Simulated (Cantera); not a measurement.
Input: 1 mol acetone, 0.83 mol CO₂, 0.77 mol NH₃.

These are equilibrium values from Cantera (NASA tables, ideal gas, pure condensed phases), not measurements of a reactor. Candidate condensed phases: C, C₆H₆, C₇H₈, C₈H₁₈, H₂O; 136 gas species. The feed counts by its element totals alone. The ideal-gas law is rough above about 30 bar. Rates play no part.

Task: What condenses at these points (T in K, P in Pa): (2848, 72); (2848, 10); (2848, 3700); (2648, 3700); (1848, 27000)?

Result: 
```csv
T (K),P in Pa,condensed phases,C condensed (%)
2848,72,gas only,0.0
2848,10,gas only,0.0
2848,3700,C,18.4
2648,3700,C,23.6
1848,27000,C,30.2
```
